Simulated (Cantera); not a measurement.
A freely propagating, adiabatic, planar premixed flame of 7.04 % C₂H₄, 16.3 % O₂, 74.6 % N₂, 2.11 % H₂O, equivalence ratio 1.3, unburnt at 550 K and 2030 Torr; mixture-averaged transport, grid criteria slope 0.08 and curve 0.16, no radiation.

Model: GRI-Mech 3.0 (53 species, 325 reactions), integrated in Cantera. GRI-Mech 3.0 was tuned for natural gas; its chemistry of ethylene as a main component is partial and can be far from experiment. Burning velocities carry a grid error of a few per cent, more on coarse grids.

Q: Predict: laminar burning velocity; thermal thickness; peak x(H); peak x(HO₂).

A: 
```
Item                        Result
------------------------  --------
laminar burning velocity  143 cm/s
thermal thickness         0.109 mm
peak x(H)                  0.00990
peak x(HO₂)               0.000881
```
